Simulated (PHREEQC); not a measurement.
Consider water at 25 °C with 0.00035 mol Pb(NO3)2, 5.1e-06 mol H2SO4 and 0.015 mol NaCl per kg of water. Closed to the air; pH follows from the charge balance.

Model: ion-association model, phreeqc.dat, run in PHREEQC.

No solid was allowed to form.

Task: Order these S species by the share of S that they hold, largest first: SO4-2, NaSO4-, PbSO4.

Result: SO4-2 (91 %), PbSO4 (4.8 %), NaSO4- (4.2 %)

The pH is 5.02 and the ionic strength 0.0159 mol/kgw. Species that the database lacks are ignored.
